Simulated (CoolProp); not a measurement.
Vapour-liquid equilibrium of toluene (1) + n-decane (2) at 182 kPa; x and y are mole fractions of (1).

Model: multi-fluid Helmholtz-energy mixture model, Lemmon 2006 and Lemmon 2006; pair parameters Bell 2016, in CoolProp.

Task: Give the bubble temperature and the first vapour's composition at x = 0.05, 0.5, 0.8. Is there an azeotrope?

Result: x = 0.05: 466.0 K, y = 0.158; x = 0.5: 426.6 K, y = 0.826; x = 0.8: 412.7 K, y = 0.949. No azeotrope shows between x = 0.05 and 0.95.

Pair parameters are fitted to limited data, so mixtures are less certain than the pure fluids. The gap from Raoult's law changes sign with composition, which may be real or a fault of the pair parameters; it wasn't checked against measurements.
